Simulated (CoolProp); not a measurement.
Octamethylcyclotetrasiloxane (D4) at 610.5 K and 1.29 MPa is throttled through a valve to 0.615 MPa with no heat exchange. Each further row changes one setting.

Model: reference Helmholtz-energy equation of state, Thol 2015, in CoolProp.

| case | temperature change (K) | final density (kg/m³) |
|---|---|---|
| as stated | -8.4 | (withheld) |
| outlet pressure 0.184 MPa | (withheld) | (withheld) |
| outlet pressure 0.799 MPa | -6.4 | (withheld) |

Question: Some entries are withheld; supply them.

Answer: 
- as stated, final density (kg/m³): 43.5
- outlet pressure 0.184 MPa, temperature change (K): -12.3
- outlet pressure 0.184 MPa, final density (kg/m³): 11.5
- outlet pressure 0.799 MPa, final density (kg/m³): 60.1
